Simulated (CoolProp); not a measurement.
Vapour-liquid equilibrium of propane (1) + dimethyl ether (2) at 0.00875 MPa; x and y are mole fractions of (1).

Computed with CoolProp (multi-fluid Helmholtz-energy mixture model, Lemmon 2009 and Wu 2011; pair parameters Bell 2016).

### Question
Give the bubble temperature and the first vapour's composition at x = 0.35, 0.55, 0.65. Is there an azeotrope?

### Answer
x = 0.35: 191.1 K, y = 0.709; x = 0.55: 189.4 K, y = 0.788; x = 0.65: 188.8 K, y = 0.821. No azeotrope shows between x = 0.05 and 0.95.

The pair parameters rest on a limited set of measurements; away from them the model extrapolates.
